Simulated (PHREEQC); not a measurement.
A solution holds 14 mmol/kgw HCl, 0.18 mmol/kgw ZnSO4 and 1.5 mmol/kgw MnSO4, at 25 °C. Closed to the air; pH follows from the charge balance.

The numbers come from PHREEQC with the ion-association model, phreeqc.dat.

| quantity | before | after |
|---|---|---|
| pH | 1.93 | 6.42 |
| ionic strength (mol/kgw) | 0.0189 | 0.00588 |
| Mn+2 (mol/kgw) | 0.00138 | 0.00132 |
| SO4-2 (mol/kgw) | 0.000894 | 0.00147 |
| HSO4- (mol/kgw) | 0.000696 | 4.33e-8 |
| MnSO4 (mol/kgw) | 7.73e-5 | 0.000182 |
| SI of Pyrochroite (Mn(OH)2) | -14.43 | -5.39 |

Problem. Name the change that produced these shifts.
A. diluted 100-fold with water
B. ZnSO4 from 0.00018 to 0.00036 mol/kgw
C. ZnSO4 left out
D. HCl left out
E. MnSO4 from 0.0015 to 0.0003 mol/kgw

Solution. D, HCl left out

No solid was allowed to form.
